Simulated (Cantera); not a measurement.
What does this Cantera script print?

```python
import numpy as np
import cantera as ct

gas = ct.Solution("gri30.yaml")
gas.TPX = 1225, 500000, {'CH3OH': 1, 'O2': 1.92, 'N2': 7.23}
reactor = ct.IdealGasConstPressureReactor(gas, energy="on", clone=False)
net = ct.ReactorNet([reactor])
net.rtol, net.atol = 1e-08, 1e-16
show = ['CH3OH', 'O2', 'HO2', 'H2', 'OH', 'C2H', 'CH2']
times = np.geomspace(7e-06, 0.1, 11)

steps = ct.SolutionArray(gas, extra=["t"])
rows = []
print(f"{'t/s':>10s}{'T/K':>9s}{'P/Pa':>11s}" + "".join(f"{s:>11s}" for s in show))
for t in times:
    while net.time < t:
        t_next = net.step()
        steps.append(gas.state, t=t_next)
    rows.append([np.interp(t, steps.t, y) for y in (steps.T, steps.P, *steps(*show).X.T)])
    print(f"{t:10.3e}{rows[-1][0]:9.1f}{rows[-1][1]:11.4g}" + "".join(f"{x:11.3e}" for x in rows[-1][2:]))
rate = np.gradient(steps.T, steps.t)
print("integrator steps:", len(steps.t))
if steps.T.max() > steps.T[0] + 200:
    print(f"time of steepest temperature rise: {steps.t[rate.argmax()]:.4e} s")
gas.TPX = 1225, 500000, {'CH3OH': 1, 'O2': 1.92, 'N2': 7.23}
gas.equilibrate("HP")
print(f"equilibrium (HP): T = {gas.T:.1f} K  " + "  ".join(f"{s} {gas[s].X[0]:.3e}" for s in show))
```

Output:

```
       t/s      T/K       P/Pa      CH3OH         O2        HO2         H2         OH        C2H        CH2
 7.000e-06   1225.0      5e+05  9.852e-02  1.892e-01  2.486e-07  1.488e-07  5.136e-10  1.116e-27  8.386e-11
 1.822e-05   1225.0      5e+05  9.852e-02  1.892e-01  7.099e-07  4.050e-07  5.217e-10  2.967e-27  8.386e-11
 4.743e-05   1225.0      5e+05  9.852e-02  1.892e-01  1.959e-06  1.102e-06  5.387e-10  8.041e-27  8.386e-11
 1.235e-04   1225.0      5e+05  9.851e-02  1.892e-01  5.141e-06  3.108e-06  6.734e-10  2.662e-26  8.385e-11
 3.214e-04   1225.0      5e+05  9.849e-02  1.891e-01  1.300e-05  1.087e-05  1.760e-09  1.886e-25  8.387e-11
 8.367e-04   1225.3      5e+05  9.827e-02  1.890e-01  3.862e-05  7.885e-05  1.287e-08  4.241e-24  8.440e-11
 2.178e-03   2603.8      5e+05  5.103e-17  4.183e-02  1.093e-05  3.722e-03  1.171e-02  7.296e-22  3.830e-16
 5.669e-03   2593.1      5e+05  5.098e-17  3.849e-02  1.002e-05  3.706e-03  1.113e-02  6.500e-22  3.540e-16
 1.476e-02   2590.4      5e+05  5.101e-17  3.765e-02  9.796e-06  3.703e-03  1.099e-02  6.306e-22  3.466e-16
 3.842e-02   2590.4      5e+05  5.101e-17  3.764e-02  9.793e-06  3.703e-03  1.099e-02  6.304e-22  3.465e-16
 1.000e-01   2590.4      5e+05  5.101e-17  3.764e-02  9.793e-06  3.703e-03  1.099e-02  6.304e-22  3.465e-16
integrator steps: 2145
time of steepest temperature rise: 1.7597e-03 s
equilibrium (HP): T = 2590.4 K  CH3OH 5.306e-17  O2 3.764e-02  HO2 9.793e-06  H2 3.703e-03  OH 1.099e-02  C2H 6.944e-22  CH2 4.374e-16
```

Detailed kinetics in Cantera: GRI-Mech 3.0 (53 species, 325 reactions). GRI-Mech 3.0 was tuned for natural gas; its chemistry of methanol as a main component is partial and can be far from experiment.
